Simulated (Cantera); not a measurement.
Feed: 1 mol Si3N4, 0.46 mol H2O, 8.2 mol N2, at 1423 K and 0.000550 bar.

These are equilibrium values from Cantera (NASA tables, ideal gas, pure condensed phases), not measurements of a reactor. Candidate condensed phases: H2O, Si, SiO2, Si2N2O, Si3N4; 35 gas species. Mutual solubility and eutectic melting of coexisting phases are not modelled. Kinetics and transport are ignored.

Base state: N2 0.948, H2 0.0522, H 6.47e-5, SiO 5.76e-5 (mole fractions); condensed: Si2N2O(s) + Si3N4(s).

**Question.** What changes in the equilibrium state with this change: temperature from 1423 K to 1698.15 K?

**Answer.** 
```json
[
 {"species": "N2", "before": "0.948", "after": "0.916"},
 {"species": "SiO", "before": "5.76e-5", "after": "0.0413"},
 {"species": "H2", "before": "0.0522", "after": "0.0407"},
 {"species": "Si2N", "before": "<1e-9", "after": "2.96e-5"},
 {"species": "Si", "before": "1.93e-7", "after": "0.00120"},
 {"species": "SiN", "before": "8.02e-9", "after": "1.64e-5"},
 {"species": "H", "before": "6.47e-5", "after": "0.00125"},
 {"species": "Si2N2O(s), mol", "before": "0.459", "after": "0"},
 {"species": "Si3N4(s), mol", "before": "0.694", "after": "0"},
 {"species": "Si(l), mol", "before": "0", "after": "2.53"}
]
```
The tables' values for SiN are old estimates; treat these amounts as uncertain.

**Question.** What changes in the equilibrium state with this change: H2O from 0.46 to 2.7 mol?

**Answer.** 
| species | before | after |
|---|---|---|
| N2 | 0.948 | 0.767 |
| H2 | 0.0522 | 0.227 |
| SiO | 5.76e-5 | 0.00611 |
| H2O | <1e-9 | 1.10e-5 |
| H | 6.47e-5 | 0.000135 |
| Si2N2O(s), mol | 0.459 | 1.08 |
| Si3N4(s), mol | 0.694 | 0 |
| SiO2(β-quartz), mol | 0 | 0.776 |
The tables hold silica as quartz up to 1696 K and as liquid above; real silica turns to tridymite and cristobalite and melts near 1996 K.
